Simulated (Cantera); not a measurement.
Feed: 1 mol SiHCl₃, 0.31 mol C₂H₂, 48 mol H₂, at 1852 °C and 75.0 Torr.

Equilibrium computed with Cantera from the NASA thermochemical tables; the gas is ideal and each condensed phase is pure. Candidate condensed phases: C, C₆H₆, C₇H₈, C₈H₁₈, Si, SiC; 109 gas species. The tables' values for SiCl, SiCl₃ are old estimates; treat these amounts as uncertain. Gases not in the tables: Si₂H₆ and higher silanes. Rates play no part.

Base state: H₂ 0.933, HCl 0.0485, H 0.0111, SiCl₂ 0.00490, Si 0.00162, SiCl 0.000433, Cl 0.000423, SiH 0.000254 (mole fractions); condensed: SiC(s).

### Question
What changes in the equilibrium state with this change: temperature from 1852 °C to 2002 °C?

### Answer
```
species            before     after
----------------  -------  --------
H₂                  0.933     0.913
HCl                0.0485    0.0516
H                  0.0111    0.0257
Si                0.00162   0.00374
SiC₂              9.54e-7   3.36e-5
C₂H₂ (acetylene)  1.29e-5  0.000247
Si₂C              7.27e-5  0.000281
SiC(s), mol         0.615     0.576
```
The tables' values for SiCl are old estimates; treat these amounts as uncertain.
